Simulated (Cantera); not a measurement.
Cantera run, input and output.

```python
import numpy as np
import cantera as ct

gas = ct.Solution("h2o2.yaml")
gas.TPX = 400, 101325, {'H2': 1, 'O2': 0.781, 'N2': 2.94}
inlet = ct.Reservoir(gas, clone=True)
gas.equilibrate("HP")  # start burning
reactor = ct.IdealGasConstPressureReactor(gas, energy="on", clone=False)
exhaust = ct.Reservoir(gas, clone=True)
tau = [0.092, 0.04, 0.017, 0.0076, 0.0033, 0.0014, 0.00063, 0.00027, 0.00012, 5.2e-05][0]
for a, b in ((inlet, reactor), (reactor, exhaust)):
    ct.MassFlowController(a, b, mdot=lambda t: reactor.mass / tau)
net = ct.ReactorNet([reactor])
show = ['H2', 'O2', 'OH', 'O', 'HO2', 'H2O', 'H']

rows = []
print(f"{'tau/s':>10s}{'T/K':>9s}" + "".join(f"{s:>11s}" for s in show))
for tau in [0.092, 0.04, 0.017, 0.0076, 0.0033, 0.0014, 0.00063, 0.00027, 0.00012, 5.2e-05]:
    net.initial_time = 0.0
    net.advance(30 * tau)
    before = gas.X
    net.advance(40 * tau)
    drift = np.max(np.abs(gas.X - before) / (gas.X + 1e-9))
    rows.append([gas.T, *gas[show].X, drift])
    print(f"{tau:10.3e}{gas.T:9.1f}" + "".join(f"{x:11.3e}" for x in gas[show].X))
```

Result:

```
     tau/s      T/K         H2         O2         OH          O        HO2        H2O          H
 9.200e-02   1989.8  4.632e-04  6.586e-02  2.958e-03  2.807e-04  2.139e-06  2.347e-01  5.773e-05
 4.000e-02   1984.7  6.888e-04  6.575e-02  3.545e-03  4.098e-04  2.587e-06  2.340e-01  1.032e-04
 1.700e-02   1975.6  1.125e-03  6.560e-02  4.451e-03  6.640e-04  3.537e-06  2.329e-01  2.152e-04
 7.600e-03   1961.4  1.845e-03  6.545e-02  5.584e-03  1.088e-03  5.176e-06  2.313e-01  4.566e-04
 3.300e-03   1938.0  3.080e-03  6.537e-02  6.996e-03  1.824e-03  8.027e-06  2.287e-01  1.008e-03
 1.400e-03   1899.7  5.093e-03  6.548e-02  8.556e-03  3.037e-03  1.265e-05  2.246e-01  2.225e-03
 6.300e-04   1845.3  7.823e-03  6.597e-02  9.840e-03  4.691e-03  1.883e-05  2.191e-01  4.448e-03
 2.700e-04   1762.4  1.170e-02  6.720e-02  1.060e-02  6.967e-03  2.746e-05  2.112e-01  8.639e-03
 1.200e-04   1655.7  1.652e-02  6.952e-02  1.036e-02  9.286e-03  3.779e-05  2.014e-01  1.491e-02
 5.200e-05   1516.4  2.431e-02  7.440e-02  8.921e-03  1.078e-02  5.207e-05  1.877e-01  2.322e-02
```

Model: the H2/O2 subset of GRI-Mech 3.0, which has no nitrogen chemistry, integrated in Cantera.
